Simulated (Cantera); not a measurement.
A Cantera script and what it prints.

```python
import numpy as np
import cantera as ct

gas_names = """
    CL CL2 H HCL H2 Si SiCL SiCL2 SiCL3 SiCL4 SiH SiHCL3 SiH2 SiH2CL2 SiH3 SiH3CL SiH4 Si2 Si3
""".split()
cond_names = """
    Si(cr) Si(L)
""".split()


# ... load() reads the species with a 1 bar reference pressure and builds the phases ...
atoms = {
    'SiCl4': {'Si': 1, 'CL': 4},
    'HCl': {'H': 1, 'CL': 1},
    'H2': {'H': 2},
}
top_T = {}  # K; cautious upper limits of use, not melting points


# ... equilibrate(T, P, feed) seeds the gas with the atoms and calls Mixture.equilibrate('TP', solver="vcs", rtol=1e-11, max_steps=5000) ...
results = []
feed = {'SiCl4': 1, 'HCl': 0.11, 'H2': 70}  # mol
P = 100000  # Pa
for T in [1123, 1173, 1223, 1273, 1323, 1373, 1423, 1473, 1523, 1573, 1623, 1673]:
    mix = equilibrate(T, P, feed)
    results.append((T, P, feed, dict(zip(mix.species_names, mix.species_moles))))
    x = sorted(zip(gas.X, gas.species_names), reverse=True)
    print(f"T = {T:g} K  P = {P:g} Pa  gas = {mix.phase_moles(0):.4g} mol")
    print("   x: " + "  ".join(f"{s} {v:.3e}" for v, s in x if v > 1e-06))
    print("   condensed (mol): " + ("  ".join(f"{mix.phase(i).name} {mix.phase_moles(i):.4g}"
          for i in range(1, mix.n_phases) if mix.phase_moles(i) > 1e-12) or "none"))
```

Result:

```
T = 1123 K  P = 100000 Pa  gas = 71.22 mol
   x: H2 9.724e-01  HCL 1.443e-02  SiHCL3 6.084e-03  SiCL4 5.264e-03  SiH2CL2 8.613e-04  SiCL2 4.522e-04  SiCL3 4.377e-04  SiH3CL 3.258e-05
   condensed (mol): Si(cr) 0.06473
T = 1173 K  P = 100000 Pa  gas = 71.34 mol
   x: H2 9.690e-01  HCL 1.898e-02  SiHCL3 5.258e-03  SiCL4 4.420e-03  SiCL2 8.459e-04  SiH2CL2 8.008e-04  SiCL3 6.158e-04  SiH3CL 3.310e-05
   condensed (mol): Si(cr) 0.1457
T = 1223 K  P = 100000 Pa  gas = 71.47 mol
   x: H2 9.653e-01  HCL 2.391e-02  SiHCL3 4.326e-03  SiCL4 3.472e-03  SiCL2 1.441e-03  SiCL3 7.922e-04  SiH2CL2 7.187e-04  SiH3CL 3.288e-05
   condensed (mol): Si(cr) 0.2293
T = 1273 K  P = 100000 Pa  gas = 71.61 mol
   x: H2 9.615e-01  HCL 2.881e-02  SiHCL3 3.347e-03  SiCL4 2.509e-03  SiCL2 2.233e-03  SiCL3 9.244e-04  SiH2CL2 6.179e-04  SiH3CL 3.184e-05
   condensed (mol): Si(cr) 0.308
T = 1323 K  P = 100000 Pa  gas = 71.75 mol
   x: H2 9.581e-01  HCL 3.320e-02  SiCL2 3.146e-03  SiHCL3 2.412e-03  SiCL4 1.648e-03  SiCL3 9.736e-04  SiH2CL2 5.060e-04  SiH3CL 3.000e-05  H 1.552e-06
   condensed (mol): Si(cr) 0.3746
T = 1373 K  P = 100000 Pa  gas = 71.86 mol
   x: H2 9.553e-01  HCL 3.669e-02  SiCL2 4.053e-03  SiHCL3 1.620e-03  SiCL4 9.838e-04  SiCL3 9.286e-04  SiH2CL2 3.949e-04  SiH3CL 2.752e-05  H 3.255e-06
   condensed (mol): Si(cr) 0.4244
T = 1423 K  P = 100000 Pa  gas = 71.94 mol
   x: H2 9.533e-01  HCL 3.913e-02  SiCL2 4.839e-03  SiHCL3 1.028e-03  SiCL3 8.153e-04  SiCL4 5.435e-04  SiH2CL2 2.965e-04  SiH3CL 2.471e-05  H 6.485e-06
   condensed (mol): Si(cr) 0.4569
T = 1473 K  P = 100000 Pa  gas = 72 mol
   x: H2 9.520e-01  HCL 4.065e-02  SiCL2 5.456e-03  SiCL3 6.758e-04  SiHCL3 6.301e-04  SiCL4 2.864e-04  SiH2CL2 2.174e-04  SiH3CL 2.190e-05  H 1.234e-05  SiH2 1.001e-06
   condensed (mol): Si(cr) 0.4751
T = 1523 K  P = 100000 Pa  gas = 72.04 mol
   x: H2 9.513e-01  HCL 4.151e-02  SiCL2 5.919e-03  SiCL3 5.424e-04  SiHCL3 3.818e-04  SiH2CL2 1.581e-04  SiCL4 1.484e-04  H 2.254e-05  SiH3CL 1.929e-05  SiH2 1.908e-06
   condensed (mol): Si(cr) 0.4833
T = 1573 K  P = 100000 Pa  gas = 72.06 mol
   x: H2 9.509e-01  HCL 4.195e-02  SiCL2 6.267e-03  SiCL3 4.295e-04  SiHCL3 2.326e-04  SiH2CL2 1.152e-04  SiCL4 7.741e-05  H 3.965e-05  SiH3CL 1.698e-05  SiH2 3.489e-06  CL 1.390e-06  SiH4 1.011e-06
   condensed (mol): Si(cr) 0.4851
T = 1623 K  P = 100000 Pa  gas = 72.08 mol
   x: H2 9.506e-01  HCL 4.215e-02  SiCL2 6.536e-03  SiCL3 3.394e-04  SiHCL3 1.438e-04  SiH2CL2 8.480e-05  H 6.739e-05  SiCL4 4.114e-05  SiH3CL 1.500e-05  SiH2 6.148e-06  CL 2.353e-06  SiCL 1.873e-06  SiH4 1.068e-06
   condensed (mol): Si(cr) 0.4832
T = 1673 K  P = 100000 Pa  gas = 72.09 mol
   x: H2 9.505e-01  HCL 4.219e-02  SiCL2 6.750e-03  SiCL3 2.694e-04  H 1.110e-04  SiHCL3 9.067e-05  SiH2CL2 6.319e-05  SiCL4 2.243e-05  SiH3CL 1.331e-05  SiH2 1.047e-05  CL 3.849e-06  SiCL 3.518e-06  SiH4 1.124e-06
   condensed (mol): Si(cr) 0.4791
```

Cantera equilibrium calculation (NASA polynomials, part measured and part estimated; ideal gas, pure solids and liquids). The tables' values for SiCl3 are old estimates; treat these amounts as uncertain. Gases not in the tables: Si2H6 and higher silanes.
